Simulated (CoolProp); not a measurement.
A single-stage vapour-compression cycle with n-butane: evaporating at 289.15 K (dew point), condensing at 309.15 K (bubble point), superheat 8 K, subcooling 2 K, compressor efficiency 0.65, no pressure losses. Each further row changes one setting.

Computed with CoolProp (reference Helmholtz-energy equation of state, Bücker 2006).

| case | cooling COP | pressure ratio | discharge temperature (K) | refrigerating effect (kJ/kg) | volumetric capacity (kJ/m³) |
|---|---|---|---|---|---|
| as stated | 8.81 | 1.86 | 321.9 | 340 | 1550 |
| evaporating temperature 294.15 K | 12.2 | 1.58 | (withheld) | 348 | 1840 |
| condensing temperature 304.15 K | 12.0 | 1.60 | 316.0 | 353 | 1600 |
| subcooling 7 K | (withheld) | 1.86 | 321.9 | 353 | 1600 |
| superheat 18 K | 8.90 | 1.86 | 332.0 | 358 | 1560 |
| compressor efficiency 0.55 | 7.45 | 1.86 | (withheld) | 340 | 1550 |

Problem. Complete the blanks.

Solution. 
- evaporating temperature 294.15 K, discharge temperature (K): 320.5
- subcooling 7 K, cooling COP: 9.13
- compressor efficiency 0.55, discharge temperature (K): 325.6
